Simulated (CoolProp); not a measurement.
Properties of R22 along the isotherm 328.9 K.

Model: reference Helmholtz-energy equation of state, Kamei 1995, in CoolProp.

```json
[
 {"p (MPa)": "0.749", "phase": "gas", "Z": "0.9181", "cp (kJ/(kg K))": "0.7599", "Joule-Thomson coefficient (K/MPa)": "16.96", "viscosity (µPa s)": "15.3", "fugacity coefficient": "0.9240"},
 {"p (MPa)": "1.5", "phase": "gas", "Z": "0.8209", "cp (kJ/(kg K))": "0.8910", "Joule-Thomson coefficient (K/MPa)": "18.30", "viscosity (µPa s)": "15.5", "fugacity coefficient": "0.8482"},
 {"p (MPa)": "2.99", "phase": "liquid", "Z": "0.08891", "cp (kJ/(kg K))": "1.441", "Joule-Thomson coefficient (K/MPa)": "0.4610", "viscosity (µPa s)": "90.5", "fugacity coefficient": "___"},
 {"p (MPa)": "3.74", "phase": "liquid", "Z": "0.1103", "cp (kJ/(kg K))": "1.409", "Joule-Thomson coefficient (K/MPa)": "0.3973", "viscosity (µPa s)": "92.6", "fugacity coefficient": "0.4797"},
 {"p (MPa)": "4.49", "phase": "liquid", "Z": "0.1314", "cp (kJ/(kg K))": "___", "Joule-Thomson coefficient (K/MPa)": "0.3428", "viscosity (µPa s)": "94.7", "fugacity coefficient": "0.4084"},
 {"p (MPa)": "5.24", "phase": "liquid", "Z": "0.1523", "cp (kJ/(kg K))": "___", "Joule-Thomson coefficient (K/MPa)": "0.2954", "viscosity (µPa s)": "96.7", "fugacity coefficient": "0.3577"},
 {"p (MPa)": "5.99", "phase": "liquid", "Z": "0.1729", "cp (kJ/(kg K))": "1.340", "Joule-Thomson coefficient (K/MPa)": "0.2537", "viscosity (µPa s)": "98.6", "fugacity coefficient": "0.3198"},
 {"p (MPa)": "6.74", "phase": "liquid", "Z": "0.1934", "cp (kJ/(kg K))": "1.323", "Joule-Thomson coefficient (K/MPa)": "0.2167", "viscosity (µPa s)": "100", "fugacity coefficient": "0.2904"},
 {"p (MPa)": "7.49", "phase": "liquid", "Z": "0.2137", "cp (kJ/(kg K))": "1.308", "Joule-Thomson coefficient (K/MPa)": "0.1835", "viscosity (µPa s)": "102", "fugacity coefficient": "0.2670"}
]
```

### Question
Some entries are withheld; supply them.

### Answer

- 2.99, fugacity coefficient: 0.5868
- 4.49, cp (kJ/(kg K)): 1.383
- 5.24, cp (kJ/(kg K)): 1.360

Viscosity comes from a separate model (Bell 2016), an estimate that may be off by 10 % or more.
